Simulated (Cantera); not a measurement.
Feed: 1 mol FeS, 1.1 mol H₂S, 0.34 mol H₂O, held at 100 Torr.

Equilibrium computed with Cantera from the NASA thermochemical tables; the gas is ideal and each condensed phase is pure. Candidate condensed phases: Fe, FeO, Fe(OH)₂, Fe(OH)₃, FeS, FeSO₄, FeS₂, Fe₂O₃, Fe₂(SO₄)₃, Fe₃O₄, H₂O, H₂SO₄, S; 22 gas species. FeS: taken at fixed stoichiometry. Rates play no part. All values below are at 1152 °C.

Base state: H₂ 0.349, H₂S 0.282, H₂O 0.194, S₂ 0.173, SH 0.00290, SO₂ 0.000419, S₂O 0.000168, SO 0.000112 (mole fractions); condensed: FeS(s).

**Question.** What changes in the equilibrium state with this change: pressure from 100 Torr to 8250 Torr?

**Answer.** 
```csv
species,before,after
H₂S,0.282,0.584
H₂O,0.194,0.220
H₂,0.349,0.130
S₂,0.173,0.0642
S,1.85e-5,1.24e-6
H,1.10e-5,7.43e-7
"FeS(s), mol",1.00,1.00
```
